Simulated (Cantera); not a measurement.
An adiabatic, constant-volume homogeneous reactor starts with CH4 : C2H6 : O2 : N2 = 1 : 0.19 : 2.42 : 9.21 (molar parts), equivalence ratio 1.1, at 1475 K and 10.0 bar. Integrator tolerance rtol = 1e-08.

Computed with Cantera and GRI-Mech 3.0 (53 species, 325 reactions). Above 3000 K some thermodynamic fits are extrapolated.

```csv
quantity,before,after
time of steepest temperature rise,41.2 µs,61.1 µs
temperature at 8.00 s,3125 K,3087 K
equilibrium temperature,3125 K,3087 K
x(CH4) at 8.00 s,<1e-12 (gas-phase equilibrium <1e-12),<1e-12 (gas-phase equilibrium <1e-12)
x(C2H6) at 8.00 s,<1e-12 (gas-phase equilibrium <1e-12),<1e-12 (gas-phase equilibrium <1e-12)
x(O2) at 8.00 s,0.00971 (gas-phase equilibrium 0.00971),0.0169 (gas-phase equilibrium 0.0169)
x(H2) at 8.00 s,0.0223 (gas-phase equilibrium 0.0223),0.0146 (gas-phase equilibrium 0.0146)
x(C2H) at 8.00 s,<1e-12 (gas-phase equilibrium <1e-12),<1e-12 (gas-phase equilibrium <1e-12)
x(OH) at 8.00 s,0.0182 (gas-phase equilibrium 0.0182),0.0192 (gas-phase equilibrium 0.0192)
x(CH2O) at 8.00 s,1.09e-8 (gas-phase equilibrium 1.09e-8),5.10e-9 (gas-phase equilibrium 5.10e-9)
```

**Question.** Which change was made?
A) constant pressure in place of constant volume
B) C2H6 0.19 to 0.11 parts
C) initial temperature 1475 to 1325 K
D) initial temperature 1475 to 1073 K

**Answer.** B, C2H6 0.19 to 0.11 parts
